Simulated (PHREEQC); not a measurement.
Model water analysis in mmol/kgw, 35 °C, pH 1.9, pe 12.7:

```tsv
constituent	mmol/kgw
Na	43.9
K	6.95e-06
Ca	7.75
Mg	2.17
Cl	9.69
S(6)	39.9
Fe(3)	0.0105
Mn(2)	0.282
Cu(2)	0.00985
```

Valence states are taken as typed.

Computed with PHREEQC (ion-association model, wateq4f.dat).

Problem. The ionic strength comes out as 0.0927 mol/kgw. What activity coefficients do CaHSO4+, Fe(SO4)2-, Cl-, Mg+2, Ca+2 get?

Solution. CaHSO4+ 0.78, Fe(SO4)2- 0.78, Cl- 0.77, Mg+2 0.41, Ca+2 0.39.

No solid was allowed to form. Examples of supersaturated solids here: Hematite (slow to form). Others may be too.
